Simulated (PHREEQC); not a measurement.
A column of 1 m (30 cells, dispersivity 0.035 m, 720 s a shift, diffusion coefficient 3e-10 m²/s) holds 0.02 eq of the database's cation exchanger X per kg of pore water, first in equilibrium with 0.019 mol KBr, 0.00046 mol ZnSO4 and 1e-05 mol HCl per kg of water. It is flushed with 22 mmol/kgw ZnSO4 and 0.01 mmol/kgw HCl, at 25 °C. Values are for the last cell. The system is closed to CO2. Precipitation was switched off in this run.

Base run: PHREEQC, ion-association model, phreeqc.dat. Each further column changes one thing. The table gives K in solution (mol/kgw).

| pore volumes | base | exchange capacity from 0.02 to 0.01 eq/kgw | dispersivity from 0.035 to 0.07 m |
|---|---|---|---|
| 0 | 0.0190 | 0.0190 | 0.0190 |
| 0.5167 | 0.0192 | 0.0192 | 0.0200 |
| 1.017 | 0.0279 | 0.0199 | 0.0241 |
| 1.517 | 0.0112 | 0.00418 | 0.0108 |
| 2.017 | 0.00201 | 0.000453 | 0.00344 |
| 2.517 | 0.000269 | 3.75e-5 | 0.000976 |
| 3.017 | 3.13e-5 | 2.71e-6 | 0.000264 |
